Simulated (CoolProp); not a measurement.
Vapour-liquid equilibrium of R134a (1) + R227EA (2) at 54.05 °C; x and y are mole fractions of (1).

Computed with CoolProp (multi-fluid Helmholtz-energy mixture model, Tillner-Roth 1994 and Lemmon 2016; pair parameters Bell 2016).

Give the bubble pressure and the first vapour's composition at x = 0.05, 0.75, 0.85. Is there an azeotrope?

x = 0.05: 1043 kPa, y = 0.068; x = 0.75: 1370 kPa, y = 0.787; x = 0.85: 1407 kPa, y = 0.873. No azeotrope shows between x = 0.05 and 0.95.

The pair parameters rest on a limited set of measurements; away from them the model extrapolates.
